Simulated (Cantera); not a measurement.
**Adiabatic ignition**

An adiabatic, constant-volume homogeneous reactor starts with C₂H₄ : O₂ : N₂ : H₂O = 1 : 4.17 : 15.7 : 4.2 (molar parts), at 1248 K and 5.00 bar.

Computed with Cantera and GRI-Mech 3.0 (53 species, 325 reactions). GRI-Mech 3.0 was tuned for natural gas; its chemistry of ethylene as a main component is partial and can be far from experiment.

```
t (s)     T (K)  P (bar)  x C₂H₄    x O₂  x H₂O     x N₂O    x CH₂O   x CH₂       x H
--------  -----  -------  ------  ------  -----  --------  --------  ------  --------
6.00e-6    1248     5.00  0.0399   0.166  0.168    <1e-12  8.64e-10  <1e-12  6.21e-11
1.35e-5    1248     5.00  0.0399   0.166  0.168    <1e-12   2.53e-9  <1e-12  8.50e-11
3.03e-5    1248     5.00  0.0399   0.166  0.168    <1e-12   8.50e-9  <1e-12  1.53e-10
6.80e-5    1248     5.00  0.0399   0.166  0.168    <1e-12   4.04e-8  <1e-12  4.56e-10
0.000153   1248     5.00  0.0399   0.166  0.168  5.23e-12   4.89e-7  <1e-12   4.61e-9
0.000343   2657     10.8  <1e-12  0.0477  0.233   1.79e-6  1.38e-10  <1e-12  0.000934
0.000771   2651     10.7  <1e-12  0.0460  0.234   1.78e-6  1.35e-10  <1e-12  0.000910
0.00173    2643     10.7  <1e-12  0.0438  0.234   1.81e-6  1.33e-10  <1e-12  0.000879
0.00389    2638     10.7  <1e-12  0.0426  0.234   1.85e-6  1.31e-10  <1e-12  0.000863
0.00874    2638     10.7  <1e-12  0.0425  0.234   1.85e-6  1.31e-10  <1e-12  0.000861
0.0196     2638     10.7  <1e-12  0.0425  0.234   1.85e-6  1.31e-10  <1e-12  0.000861
0.0441     2638     10.7  <1e-12  0.0425  0.234   1.85e-6  1.31e-10  <1e-12  0.000861
0.0991     2638     10.7  <1e-12  0.0425  0.234   1.85e-6  1.31e-10  <1e-12  0.000861
0.223      2638     10.7  <1e-12  0.0425  0.234   1.85e-6  1.31e-10  <1e-12  0.000861
0.500      2638     10.7  <1e-12  0.0425  0.234   1.85e-6  1.31e-10  <1e-12  0.000861
```
x: mole fraction; the columns are a selection and need not sum to one.

```yaml
time_of_steepest_temperature_rise: 0.274 ms
temperature at 0.500 s: 2638 K
equilibrium_temperature: 2638 K
x(C₂H₄) at 0.500 s: <1e-12 (gas-phase equilibrium <1e-12)
x(O₂) at 0.500 s: 0.0425 (gas-phase equilibrium 0.0425)
x(H₂O) at 0.500 s: 0.234 (gas-phase equilibrium 0.234)
```
